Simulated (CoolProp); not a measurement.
Carbon monoxide at 293.15 K and 3.56 MPa is throttled through a valve to 0.41 MPa with no heat exchange. Each further row changes one setting.

Computed with CoolProp (reference Helmholtz-energy equation of state, Lemmon 2006). It is a short technical equation, of lower accuracy than the large ones.

| case | temperature change (K) | final density (kg/m³) |
|---|---|---|
| as stated | -7.9 | 4.85 |
| outlet pressure 0.123 MPa | -8.7 | 1.46 |
| outlet pressure 0.533 MPa | -7.6 | 6.30 |
